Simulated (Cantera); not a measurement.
Source: NASA polynomial tables (part measured, part estimated), evaluated in Cantera. Values are per mole of reaction as written; species without (g) are pure solids or liquids, kept so even where they would boil at 1 bar.

**Question.** Between 300 and 1750 K, where is each reaction favourable under standard conditions?
- 1.333 Ti + O2(g) ⇌ 0.6667 Ti2O3
- 2 Si + O2(g) ⇌ 2 SiO(g)
- 0.8 Ta + O2(g) ⇌ 0.4 Ta2O5

**Answer.** 
- 1.333 Ti + O2(g) ⇌ 0.6667 Ti2O3: ΔG° is -956 kJ at 300 K and -700 kJ at 1750 K; it stays negative (K > 1). ΔH° is -991 kJ and ΔS° -166 J/K at 1750 K.
- 2 Si + O2(g) ⇌ 2 SiO(g): ΔG° is -255 kJ at 300 K and -490 kJ at 1750 K; it stays negative (K > 1). ΔH° is -325 kJ and ΔS° 94 J/K at 1750 K.
- 0.8 Ta + O2(g) ⇌ 0.4 Ta2O5: ΔG° is -764 kJ at 300 K and -520 kJ at 1750 K; it stays negative (K > 1). ΔH° is -797 kJ and ΔS° -159 J/K at 1750 K.
